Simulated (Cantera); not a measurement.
Input: 1 mol SiC, 0.018 mol O2, a varied amount of N2, at 1477 °C and 0.690 Pa.

Method: chemical equilibrium by Gibbs-energy minimisation in Cantera with the NASA 1993 tables (ideal gas, pure condensed phases). Candidate condensed phases: C, Si, SiC, SiO2, Si2N2O, Si3N4; 34 gas species. The tables' values for SiN are old estimates; treat these amounts as uncertain. Kinetics and transport are ignored.

x: gas mole fraction; n: condensed amount in mol.

```csv
n(N2) (mol),x N2,x CO,x Si,x SiO,x Si2C,x SiC2,n SiC(s),n C(graphite)
2.7,0.975,0.0125,0.0119,0.000495,9.61e-5,1.55e-5,0.965,0
5.2,0.986,0.00675,0.00663,8.28e-5,5.35e-5,2.79e-5,0.964,0
9.9,0.992,0.00359,0.00414,1.72e-5,3.34e-5,4.47e-5,0.957,0.00556
19,0.994,0.00187,0.00414,8.98e-6,3.34e-5,4.47e-5,0.918,0.0433
36,0.995,[?],0.00414,[?],3.34e-5,4.47e-5,[?],[?]
69,0.995,0.000517,0.00414,2.48e-6,3.34e-5,4.47e-5,0.705,0.251
130,0.995,[?],0.00414,[?],3.34e-5,4.47e-5,[?],[?]
250,0.996,0.000143,0.00388,6.40e-7,2.93e-5,4.18e-5,0,0.934
480,0.998,7.47e-5,0.00204,1.76e-7,8.10e-6,2.20e-5,0,0.936
930,0.999,3.86e-5,0.00106,4.72e-8,2.18e-6,1.14e-5,0,0.936
```

Problem. Complete the blanks.

Solution. 
- 36, x CO: 0.000990
- 36, x SiO: 4.74e-6
- 36, n SiC(s): 0.846
- 36, n C(graphite): 0.114
- 130, x CO: 0.000274
- 130, x SiO: 1.31e-6
- 130, n SiC(s): 0.444
- 130, n C(graphite): 0.504
